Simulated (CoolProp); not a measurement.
Vapour-liquid equilibrium of cis-2-butene (1) + methanol (2) at 1460 kPa; x and y are mole fractions of (1).

Values from CoolProp's multi-fluid Helmholtz-energy mixture model, Lemmon 2005 and de Reuck 1993; pair parameters Bell 2016.

**Question.** Give the bubble temperature and the first vapour's composition at x = 0.05, 0.65, 0.95. Is there an azeotrope?

**Answer.** x = 0.05: 412.1 K, y = 0.266; x = 0.65: 373.3 K, y = 0.780; x = 0.95: 373.1 K, y = 0.933. y crosses x between x = 0.8 and 0.95: the model has an azeotrope there.

Pair parameters are fitted to limited data, so mixtures are less certain than the pure fluids. With so large a gap from Raoult's law the liquid may split in two, which this calculation doesn't test in full.
